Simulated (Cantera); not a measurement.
**Adiabatic ignition**

An adiabatic, constant-pressure homogeneous reactor starts with CH₄ : O₂ : N₂ : CO₂ = 1 : 1 : 3.76 : 0.94 (molar parts), at 1350 K and 750 Torr.

Detailed kinetics in Cantera: GRI-Mech 3.0 (53 species, 325 reactions).

```tsv
t (s)	T (K)	x CH₄	x O₂	x CO₂	x CH₂	x C₂H₂	x O	x C₂H₄
5.00e-6	1350	0.149	0.149	0.140	<1e-12	<1e-12	1.50e-10	<1e-12
1.31e-5	1350	0.149	0.149	0.140	<1e-12	<1e-12	1.88e-10	<1e-12
3.43e-5	1350	0.149	0.149	0.140	<1e-12	<1e-12	2.99e-10	8.82e-12
9.00e-5	1350	0.149	0.149	0.140	<1e-12	<1e-12	6.74e-10	2.32e-10
0.000236	1350	0.149	0.149	0.140	1.10e-12	<1e-12	2.23e-9	8.13e-9
0.000618	1350	0.149	0.149	0.140	1.12e-11	3.49e-11	7.24e-9	2.95e-7
0.00162	1351	0.149	0.149	0.140	3.21e-11	2.04e-9	1.29e-8	3.91e-6
0.00424	1354	0.148	0.148	0.140	9.41e-11	5.93e-8	2.58e-8	3.25e-5
0.0111	1442	0.127	0.133	0.139	1.34e-8	2.83e-5	6.84e-7	0.00187
0.0291	2194	7.37e-12	5.81e-6	0.0739	<1e-12	<1e-12	6.30e-6	<1e-12
0.0763	2194	7.35e-12	5.81e-6	0.0739	<1e-12	<1e-12	6.30e-6	<1e-12
0.200	2194	7.33e-12	5.82e-6	0.0739	<1e-12	<1e-12	6.31e-6	<1e-12
```
x: mole fraction; the columns are a selection and need not sum to one.

```json
{
  "time_of_steepest_temperature_rise": "12.1 ms",
  "temperature at 0.200 s": "2194 K",
  "equilibrium_temperature": "2194 K",
  "x(CH₄) at 0.200 s": "7.33e-12 (gas-phase equilibrium 8.19e-12)",
  "x(O₂) at 0.200 s": "5.82e-6 (gas-phase equilibrium 5.83e-6)",
  "x(CO₂) at 0.200 s": "0.0739 (gas-phase equilibrium 0.0739)"
}
```
